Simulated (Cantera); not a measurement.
A closed system holds: 1 mol Si3N4, 3.1 mol N2, 0.025 mol Si, at 2450 °C and 13.3 mbar.

Equilibrium computed with Cantera from the NASA thermochemical tables; the gas is ideal and each condensed phase is pure. Candidate condensed phases: Si, Si3N4; 7 gas species. The tables' values for SiN are old estimates; treat these amounts as uncertain. Kinetics and transport are ignored.

Base state: N2 0.629, Si 0.365, Si2 0.00291, SiN 0.00247, Si2N 0.000423, Si3 0.000103, N 1.34e-5 (mole fractions); condensed: gas only.

Q: What changes in the equilibrium state with this change: N2 from 3.1 to 0.02 mol?

A: 
```csv
species,before,after
Si,0.365,0.585
N2,0.629,0.403
Si2,0.00291,0.00750
Si3,0.000103,0.000426
Si2N,0.000423,0.000871
```

Q: What changes in the equilibrium state with this change: 0.052 mol NH3 added?

A: 
```json
[
 {"species": "N2", "before": "0.629", "after": "0.619"},
 {"species": "Si", "before": "0.365", "after": "0.357"},
 {"species": "H", "before": "0", "after": "0.0167"},
 {"species": "H2", "before": "0", "after": "0.000970"},
 {"species": "SiH", "before": "0", "after": "0.000248"},
 {"species": "Si3", "before": "0.000103", "after": "9.68e-5"},
 {"species": "Si2N", "before": "0.000423", "after": "0.000402"},
 {"species": "Si2", "before": "0.00291", "after": "0.00279"}
]
```
